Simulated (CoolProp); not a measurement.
Vapour-liquid equilibrium of carbon dioxide (1) + ethane (2) at 274.3 K; x and y are mole fractions of (1).

Model: multi-fluid Helmholtz-energy mixture model, Span 1996 and Bücker 2006; pair parameters Kunz 2012, in CoolProp.

```tsv
x	bubble pressure (bar)	y at the bubble point	dew pressure at overall composition x (bar)	liquid density (mol/L)
0.05	26.69	0.095	25.64	13.27
0.2	32.22	0.302	29.37	13.46
0.35	36.35	0.445	33.62	13.79
0.5	39.09	0.561	37.76	14.39
0.65	40.42	0.666	40.31	15.52
0.8	40.18	0.777	39.92	17.35
0.95	37.63	0.926	37.10	19.91
```

y crosses x between x = 0.65 and 0.8: the model has an azeotrope there.

The pair parameters rest on a limited set of measurements; away from them the model extrapolates.
